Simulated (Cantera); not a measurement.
Feed: 1 mol SiH2Cl2, 3.8 mol H2O, 1.2 mol N2, at 11.0 Pa.

Equilibrium computed with Cantera from the NASA thermochemical tables; the gas is ideal and each condensed phase is pure. Candidate condensed phases: H2O, NH4Cl, Si, SiO2, Si2N2O, Si3N4; 47 gas species. The tables hold silica as quartz up to 1696 K and as liquid above; real silica turns to tridymite and cristobalite and melts near 1996 K. Equilibrium is a limit: real reactors are often held back by kinetics, nucleation or transport.

Over these rows the condensed part is SiO2(β-quartz). Partial pressures as log10 of bar:

```
T (K)  1000/T (1/K)  log p SiO  log p H2  log p HCl  log p H2O  log p N2
-----  ------------  ---------  --------  ---------  ---------  --------
1250         0.8000     -12.51     -4.50      -4.50      -4.55     -4.72
1325         0.7547     -11.22     -4.50      -4.50      -4.55     -4.72
1400         0.7143     -10.07     -4.50      -4.50      -4.55     -4.72
1475         0.6780      -9.04     -4.50      -4.50      -4.55     -4.72
1550         0.6452      -8.11     -4.50      -4.51      -4.55     -4.73
1625         0.6154          ?     -4.51      -4.51      -4.55     -4.73
```

### Question
Fit log p(SiO) = a + b·(1000/T) to the five rows, give the apparent enthalpy, and predict the row at 1625 K.

### Answer
Means: 1000/T = 0.7184, log p = -10.190. Sxy = -0.425909, Sxx = 0.0149835, so b = -28.43 and a = -10.190 − (-28.43)×0.7184 = 10.24.
Apparent enthalpy: −19.145 × (-28.43) = 544 kJ/mol. With the condensed phases at unit activity, SiO2(β-quartz) + H2(g) = SiO(g) + H2O(g) links this pressure to the main gases: over the six rows their terms move log p by -0.01 in all, so the slope is close to that reaction's ΔH°. The five rows lie within 0.01 of the line.
Prediction at 1625 K: 10.24 + (-28.43)×0.6154 = -7.26. The computed value is -7.28, 0.02 from the line.
